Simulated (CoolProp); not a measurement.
Values from CoolProp's reference Helmholtz-energy equation of state, Lemmon 2006. It is a short technical equation, of lower accuracy than the large ones.

Q: For n-decane, give the phase and the cp (kJ/(kg K)), cv (kJ/(kg K)), viscosity (µPa s) at 230.85 °C and 3530 kPa; 174.85 °C and 20.5 kPa.

A: 
- 230.85 °C and 3530 kPa: liquid; cp 3.03, cv 2.58, viscosity 147
- 174.85 °C and 20.5 kPa: gas; cp 2.31, cv 2.24, viscosity 7.78

Viscosity comes from a separate model (Huber 2004).
